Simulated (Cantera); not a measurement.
A perfectly stirred reactor is fed with CH₄ : C₂H₆ : O₂ : N₂ : CO₂ = 1 : 0.48 : 5.66 : 21.3 : 1.5 (molar parts), at 2.37 atm; it is adiabatic with a 475 K inlet, and is followed from long to short residence time, starting on the burning branch (τ in s: 0.033, 0.014, 0.0059, 0.0025, 0.0011, 0.00045, 0.00019, 8e-05, 3.4e-05, 1.4e-05, 6.1e-06).

Computed with Cantera and GRI-Mech 3.0 (53 species, 325 reactions).

**Question.** What does this change do: pressure from 2.37 atm to 6.02 atm?

**Answer.** 
```csv
quantity,before,after
"blow-out, bracketed by the residence times tried","burning at 0.190 ms, out at 80.0 µs","burning at 0.190 ms, out at 80.0 µs"
x(CH₄) at τ = 33.0 ms,8.61e-6,6.70e-6
x(C₂H₆) at τ = 33.0 ms,9.50e-7,6.84e-7
x(O₂) at τ = 33.0 ms,0.0656,0.0656
x(H₂O₂) at τ = 33.0 ms,1.28e-7,1.39e-7
x(CH₃) at τ = 33.0 ms,2.41e-6,1.76e-6
x(CH₄) at τ = 0.450 ms,0.000181,0.000142
x(C₂H₆) at τ = 0.450 ms,2.19e-5,1.74e-5
x(O₂) at τ = 0.450 ms,0.0701,0.0686
x(H₂O₂) at τ = 0.450 ms,7.27e-7,8.11e-7
x(CH₃) at τ = 0.450 ms,3.95e-5,3.22e-5
```
